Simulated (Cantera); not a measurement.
An isothermal, constant-pressure homogeneous reactor starts with CH4 : H2 = 0.14 : 1.8 (molar parts), at 1748 K and 0.0133 bar.

Cantera simulation using GRI-Mech 3.0 (53 species, 325 reactions); the numbers are that mechanism's predictions, not measurements. GRI-Mech 3.0 stops at C3 and has no aromatics, soot or wall deposition, so with more carbon than oxygen in the feed, carbon stays in small species such as C2H2 where larger ones or solid carbon would form. Radical loss at walls, strong at low pressure, is not modelled.

### Question
Predict: x(CH4) at 20.0 s; x(H2) at 20.0 s; x(CH2) at 20.0 s; x(C2H2) at 20.0 s; x(C2H4) at 20.0 s; x(H) at 20.0 s.

### Answer
- x(CH4) at 20.0 s = 0.000378 (gas-phase equilibrium 0.000198)
- x(H2) at 20.0 s = 0.964 (gas-phase equilibrium 0.964)
- x(CH2) at 20.0 s = 3.37e-8 (gas-phase equilibrium 1.78e-8)
- x(C2H2) at 20.0 s = 0.0334 (gas-phase equilibrium 0.0335)
- x(C2H4) at 20.0 s = 1.45e-5 (gas-phase equilibrium 1.45e-5)
- x(H) at 20.0 s = 0.00195 (gas-phase equilibrium 0.00196)
